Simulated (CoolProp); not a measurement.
Properties of hexamethyldisiloxane (MM) along the isobar 62.2 kPa.

Model: reference Helmholtz-energy equation of state, Thol 2016, in CoolProp.

| T (K) | phase | Z | cp (kJ/(kg K)) | cv (kJ/(kg K)) | isothermal compressibility (1/MPa) | expansivity (1/kK) | fugacity coefficient |
|---|---|---|---|---|---|---|---|
| 462.5 | gas | 0.9826 | 1.933 | 1.877 | 16.37 | 2.297 | 0.9829 |
| 485 | gas | 0.9853 | 1.986 | 1.931 | 16.32 | 2.170 | 0.9855 |
| 507.5 | gas | 0.9875 | 2.037 | 1.982 | 16.28 | 2.059 | 0.9876 |
| 530 | gas | 0.9893 | 2.087 | 2.033 | 16.25 | 1.960 | 0.9893 |
| 552.5 | gas | 0.9907 | 2.135 | 2.081 | 16.23 | 1.871 | 0.9908 |
| 575 | gas | 0.9920 | 2.181 | 2.128 | 16.21 | 1.791 | 0.9921 |
| 597.5 | gas | 0.9931 | 2.226 | 2.173 | 16.19 | 1.718 | 0.9931 |
| 620 | gas | 0.9940 | 2.270 | 2.217 | 16.17 | 1.651 | 0.9940 |
